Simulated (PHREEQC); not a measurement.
Make-up at 25 °C: 31 mmol/kgw NH4Cl, 0.87 mmol/kgw Na2SO4 and 22 mmol/kgw KCl. Closed to the air; pH follows from the charge balance.

Computed with PHREEQC (ion-association model, phreeqc.dat).

| quantity | before | after |
|---|---|---|
| pH | 5.47 | 5.03 |
| ionic strength (mol/kgw) | 0.0553 | 0.0539 |
| NH3 (mol/kgw) | 4.09e-6 | 1.48e-6 |
| SI of Sylvite (KCl) | -4.02 | -4.02 |
| SI of Halite (NaCl) | -5.79 | -6.08 |

Which change was made?
A. Na2SO4 replaced by NaH2PO4 at the same molality
B. KCl from 0.022 to 0.0022 mol/kgw
C. 0.0073 mol/kgw MnSO4 added
D. NH4Cl from 0.031 to 0.0465 mol/kgw

A, Na2SO4 replaced by NaH2PO4 at the same molality

This is a speciation only: nothing precipitates in the calculation.
